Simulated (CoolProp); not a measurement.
Methanol along the isotherm 243.75 °C: Z from the reference equation and from simpler models built on Tc = 240.2 °C, pc = 8216 kPa, ω = 0.565; each cubic takes its own stable root.

The numbers come from the reference Helmholtz-energy equation of state, de Reuck 1993 in CoolProp.

```
p (kPa)          phase  reference
-------  -------------  ---------
65                 gas     0.9976
105                gas     0.9961
170                gas     0.9937
274                gas     0.9898
443                gas     0.9834
715                gas     0.9727
1160               gas     0.9543
1870               gas     0.9227
3010               gas     0.8657
4870               gas     0.7563
7870               gas     0.4787
12700    supercritical     0.1995
20500    supercritical     0.2854
```

Problem. How far does each simpler model (van der Waals, Redlich-Kwong, Soave-Redlich-Kwong, Peng-Robinson) lie from the reference over these 13 states: mean and median of the absolute difference, and the worst?

Solution. 
- van der Waals: mean 14.0 %, median 0.3 %, worst +79.5 % at 243.75 °C and 12700 kPa
- Redlich-Kwong: mean 8.1 %, median 0.2 %, worst +49.6 % at 243.75 °C and 12700 kPa
- Soave-Redlich-Kwong: mean 8.5 %, median 0.2 %, worst +51.4 % at 243.75 °C and 12700 kPa
- Peng-Robinson: mean 6.0 %, median 0.8 %, worst +36.8 % at 243.75 °C and 12700 kPa
